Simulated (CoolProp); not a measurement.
A single-stage vapour-compression cycle with R1336mzz(Z): evaporating at 290.15 K (dew point), condensing at 338.15 K (bubble point), superheat 5 K, subcooling 8 K, compressor efficiency 0.8, no pressure losses. Each further row changes one setting.

Model: reference Helmholtz-energy equation of state, McLinden 2020, in CoolProp.

```
case                              cooling COP  pressure ratio  discharge temperature (K)  refrigerating effect (kJ/kg)  volumetric capacity (kJ/m³)
--------------------------------  -----------  --------------  -------------------------  ----------------------------  ---------------------------
as stated                                4.10            5.33                      338.1                           126                          464
evaporating temperature 295.15 K         4.79            4.34                      338.1                           130                          580
condensing temperature 333.15 K          4.73            4.60                      333.2                           133                          488
subcooling 13 K                          4.31            5.33                      338.1                           133                          488
superheat 15 K                           4.20            5.33                      346.4                           135                          478
compressor efficiency 0.7                3.59            5.33                      340.8                           126                          464
```

The compression ends wet for: as stated; evaporating temperature 295.15 K; condensing temperature 333.15 K; subcooling 13 K.
